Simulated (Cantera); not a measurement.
Input (Python, Cantera):

```python
import numpy as np
import cantera as ct

gas = ct.Solution("h2o2.yaml")
gas.TPX = 1323, 37000, {'H2': 0.39, 'O2': 1, 'N2': 19}
reactor = ct.IdealGasConstPressureReactor(gas, energy="off", clone=False)
net = ct.ReactorNet([reactor])
net.rtol, net.atol = 1e-08, 1e-18
show = ['H2', 'O2', 'OH', 'H', 'H2O', 'HO2', 'O']
times = np.geomspace(1e-05, 30, 12)

steps = ct.SolutionArray(gas, extra=["t"])
rows = []
print(f"{'t/s':>10s}{'T/K':>9s}{'P/Pa':>11s}" + "".join(f"{s:>11s}" for s in show))
for t in times:
    while net.time < t:
        t_next = net.step()
        steps.append(gas.state, t=t_next)
    rows.append([np.interp(t, steps.t, y) for y in (steps.T, steps.P, *steps(*show).X.T)])
    print(f"{t:10.3e}{rows[-1][0]:9.1f}{rows[-1][1]:11.4g}" + "".join(f"{x:11.3e}" for x in rows[-1][2:]))
rate = np.gradient(steps.T, steps.t)
print("integrator steps:", len(steps.t))
if steps.T.max() > steps.T[0] + 200:
    print(f"time of steepest temperature rise: {steps.t[rate.argmax()]:.4e} s")
gas.TPX = 1323, 37000, {'H2': 0.39, 'O2': 1, 'N2': 19}
gas.equilibrate("TP")
print(f"equilibrium (TP): T = {gas.T:.1f} K  " + "  ".join(f"{s} {gas[s].X[0]:.3e}" for s in show))
```

It prints:

```
       t/s      T/K       P/Pa         H2         O2         OH          H        H2O        HO2          O
 1.000e-05   1323.0    3.7e+04  1.913e-02  4.904e-02  3.344e-10  1.793e-09  2.393e-10  1.984e-09  3.995e-10
 3.880e-05   1323.0    3.7e+04  1.913e-02  4.904e-02  3.857e-09  1.188e-08  9.888e-09  7.944e-09  5.339e-09
 1.505e-04   1323.0    3.7e+04  1.912e-02  4.904e-02  7.243e-07  2.037e-06  3.127e-06  1.155e-07  1.032e-06
 5.841e-04   1323.0    3.7e+04  1.118e-03  3.867e-02  1.139e-03  4.525e-03  1.523e-02  4.355e-06  4.658e-03
 2.266e-03   1323.0    3.7e+04  2.536e-04  3.944e-02  5.292e-04  4.175e-04  1.856e-02  3.312e-06  9.488e-04
 8.793e-03   1323.0    3.7e+04  1.809e-05  3.980e-02  1.388e-04  7.569e-06  1.922e-02  8.373e-07  6.622e-05
 3.412e-02   1323.0    3.7e+04  1.536e-06  3.985e-02  4.219e-05  2.075e-07  1.929e-02  1.071e-07  6.012e-06
 1.324e-01   1323.0    3.7e+04  2.316e-07  3.986e-02  1.687e-05  1.324e-08  1.930e-02  1.852e-08  9.612e-07
 5.136e-01   1323.0    3.7e+04  5.212e-08  3.986e-02  8.097e-06  1.478e-09  1.931e-02  5.960e-09  2.219e-07
 1.993e+00   1323.0    3.7e+04  2.235e-08  3.986e-02  5.287e-06  4.221e-10  1.931e-02  4.603e-09  9.484e-08
 7.732e+00   1323.0    3.7e+04  2.075e-08  3.986e-02  5.088e-06  3.781e-10  1.931e-02  4.573e-09  8.788e-08
 3.000e+01   1323.0    3.7e+04  2.075e-08  3.986e-02  5.088e-06  3.781e-10  1.931e-02  4.573e-09  8.788e-08
integrator steps: 1719
equilibrium (TP): T = 1323.0 K  H2 2.075e-08  O2 3.986e-02  OH 5.088e-06  H 3.781e-10  H2O 1.931e-02  HO2 4.573e-09  O 8.788e-08
```

Cantera simulation using the H2/O2 subset of GRI-Mech 3.0, which has no nitrogen chemistry; the numbers are that mechanism's predictions, not measurements.
